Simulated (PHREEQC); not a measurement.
Consider water at 35 °C with 0.00355 mol/kgw Pb(NO3)2. Closed to the air; pH follows from the charge balance.

The numbers come from PHREEQC with the ion-association model, wateq4f.dat.

This is a speciation only: nothing precipitates in the calculation.

Problem. Order these Pb species by the share of Pb that they hold, largest first: PbNO3+, PbOH+, Pb+2.

Solution. Pb+2 (94 %), PbNO3+ (6.2 %), PbOH+ (0.19 %)

The pH is 5.16 and the ionic strength 0.0102 mol/kgw. Species that the database lacks are ignored.
